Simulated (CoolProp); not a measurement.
Ethanol at 298.15 K and 0.00578 MPa is compressed adiabatically to 0.0251 MPa with isentropic efficiency 0.6. Each further row changes one setting.

Model: reference Helmholtz-energy equation of state, Schroeder 2014, in CoolProp.

```csv
case,work (kJ/kg),final temperature (K),final density (kg/m³)
as stated,144,?,0.358
efficiency 1,?,?,?
efficiency 0.65,132,383.5,?
```

Problem. Complete the blanks.

Solution. 
- as stated, final temperature (K): 389.8
- efficiency 1, work (kJ/kg): 86.1
- efficiency 1, final temperature (K): 355.9
- efficiency 1, final density (kg/m³): 0.394
- efficiency 0.65, final density (kg/m³): 0.365
